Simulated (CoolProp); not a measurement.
A single-stage vapour-compression cycle with neopentane: evaporating at 295.15 K (dew point), condensing at 354.15 K (bubble point), superheat 2 K, subcooling 8 K, compressor efficiency 0.75, no pressure losses. Each further row changes one setting.

Model: reference Helmholtz-energy equation of state, Lemmon 2006, in CoolProp. It is a short technical equation, of lower accuracy than the large ones.

```csv
case,cooling COP,pressure ratio,discharge temperature (K),refrigerating effect (kJ/kg),volumetric capacity (kJ/m³)
as stated,___,4.84,354.1,184,888
evaporating temperature 300.15 K,___,4.12,354.1,191,1070
condensing temperature 349.15 K,___,___,349.2,197,951
subcooling 13 K,2.98,4.84,354.1,197,951
superheat 12 K,2.87,4.84,355.1,___,___
compressor efficiency 0.65,___,4.84,354.1,184,888
```

Task: Complete the blanks.

Result: 
- as stated, cooling COP: 2.78
- evaporating temperature 300.15 K, cooling COP: 3.20
- condensing temperature 349.15 K, cooling COP: 3.19
- condensing temperature 349.15 K, pressure ratio: 4.33
- superheat 12 K, refrigerating effect (kJ/kg): 201
- superheat 12 K, volumetric capacity (kJ/m³): 934
- compressor efficiency 0.65, cooling COP: 2.41

The compression ends wet for: as stated; evaporating temperature 300.15 K; condensing temperature 349.15 K; subcooling 13 K; compressor efficiency 0.65.
